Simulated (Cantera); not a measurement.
Feed: 1 mol SiCl4, 0.92 mol Cl2, 0.86 mol H2, equilibrated at 1248 K and 0.100 bar.

Equilibrium computed with Cantera from the NASA thermochemical tables; the gas is ideal and each condensed phase is pure. Candidate condensed phases: Si; 19 gas species. Rates play no part.

Base state: HCl 0.618, SiCl4 0.359, Cl2 0.0198, Cl 0.00341 (mole fractions); condensed: gas only.

Q: What changes in the equilibrium state with this change: H2 from 0.86 to 1.8 mol?

A: 
```
species   before    after
-------  -------  -------
HCl        0.618    0.505
SiCl4      0.359    0.257
H2       5.24e-8    0.228
Cl2       0.0198  3.05e-9
SiHCl3   1.07e-9  0.00407
SiCl2      <1e-9  0.00101
Cl       0.00341  1.34e-6
SiCl3    3.28e-6  0.00599
```
The tables' values for SiCl3 are old estimates; treat these amounts as uncertain.

Q: What changes in the equilibrium state with this change: temperature from 1248 K to 900 K?

A: 
```
species   before    after
-------  -------  -------
HCl        0.618    0.619
SiCl4      0.359    0.360
Cl2       0.0198   0.0216
Cl       0.00341  3.43e-5
```
